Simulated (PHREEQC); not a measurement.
**Brine: an equilibrium model**

Consider water at 25 °C with 0.93 mol Na2CO3, 0.053 mol KCl and 1.3 mol NaCl per kg of water. Closed to the air; pH follows from the charge balance.

Model: Pitzer model, pitzer.dat, run in PHREEQC.

Each row changes one thing in this solution. Precipitation was switched off in this run.

```
case                                 pH  ionic strength (mol/kgw)  SI of Halite (NaCl)  SI of Sylvite (KCl)
--------------------------------  -----  ------------------------  -------------------  -------------------
as made                           11.58                      4.14                -1.41                -2.50
NaCl from 1.3 to 1.95 mol/kgw       [?]                      4.79                  [?]                -2.29
Na2CO3 left out                    6.86                      1.35                  [?]                -2.48
Na2CO3 from 0.93 to 1.86 mol/kgw    [?]                      6.93                  [?]                -2.39
```

Question: What belongs in the gaps?

Answer: 
- NaCl from 1.3 to 1.95 mol/kgw, pH: 11.53
- NaCl from 1.3 to 1.95 mol/kgw, SI of Halite (NaCl): -1.09
- Na2CO3 left out, SI of Halite (NaCl): -1.71
- Na2CO3 from 0.93 to 1.86 mol/kgw, pH: 11.78
- Na2CO3 from 0.93 to 1.86 mol/kgw, SI of Halite (NaCl): -1.17

In brines, pH and single-ion activities rest on the MacInnes convention.
